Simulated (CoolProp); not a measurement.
Vapour-liquid equilibrium of CHF3 (R23) (1) + C2F6 (R116) (2) at 1.53 MPa; x and y are mole fractions of (1).

The numbers come from the multi-fluid Helmholtz-energy mixture model, Penoncello 2003 and Lemmon 2006; pair parameters Bell 2016 in CoolProp.

```json
[
 {"x": "0.05", "bubble temperature (°C)": "___", "y at the bubble point": "0.103", "dew temperature at overall composition x (°C)": "___", "liquid density (mol/L)": "8.972"},
 {"x": "0.2", "bubble temperature (°C)": "-16.9", "y at the bubble point": "0.319", "dew temperature at overall composition x (°C)": "-13.3", "liquid density (mol/L)": "9.785"},
 {"x": "0.35", "bubble temperature (°C)": "-20.2", "y at the bubble point": "0.453", "dew temperature at overall composition x (°C)": "-17.7", "liquid density (mol/L)": "10.60"},
 {"x": "0.5", "bubble temperature (°C)": "___", "y at the bubble point": "0.552", "dew temperature at overall composition x (°C)": "-21.1", "liquid density (mol/L)": "11.55"},
 {"x": "0.65", "bubble temperature (°C)": "-22.2", "y at the bubble point": "0.643", "dew temperature at overall composition x (°C)": "-22.1", "liquid density (mol/L)": "12.72"},
 {"x": "0.8", "bubble temperature (°C)": "-21.4", "y at the bubble point": "0.752", "dew temperature at overall composition x (°C)": "-20.7", "liquid density (mol/L)": "14.15"},
 {"x": "0.95", "bubble temperature (°C)": "-18.7", "y at the bubble point": "___", "dew temperature at overall composition x (°C)": "-18.0", "liquid density (mol/L)": "15.82"}
]
```

**Question.** Fill in the missing entries.

**Answer.** 
- 0.05, bubble temperature (°C): -10.3
- 0.05, dew temperature at overall composition x (°C): -8.5
- 0.5, bubble temperature (°C): -21.8
- 0.95, y at the bubble point: 0.918

y crosses x between x = 0.5 and 0.65: the model has an azeotrope there.

Pair parameters are fitted to limited data, so mixtures are less certain than the pure fluids.
